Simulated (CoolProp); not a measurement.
Aqueous magnesium chloride as a coolant, at 26 °C, 1 atm.

The numbers come from the Melinder's fits for secondary coolants in CoolProp.

```
mass %  freezing point (°C)  viscosity (mPa s)  cp (kJ/(kg K))  density (kg/m³)  conductivity (W/(m K))
------  -------------------  -----------------  --------------  ---------------  ----------------------
1.9                    -1.2              0.987           4.075             1013                   0.603
6.4                    -4.1               1.08           3.821                …                   0.595
10.8                   -9.4               1.33           3.575             1088                   0.585
15.3                  -17.4               1.68           3.344             1129                   0.572
19.7                      …               2.11           3.140             1169                   0.559
24.2                  -45.5               6.03           2.926             1216                       …
28.6                  -81.4                399           2.638             1273                       …
```

Question: Complete the blanks.

Answer: 
- 6.4, density (kg/m³): 1050
- 19.7, freezing point (°C): -27.8
- 24.2, conductivity (W/(m K)): 0.543
- 28.6, conductivity (W/(m K)): 0.517
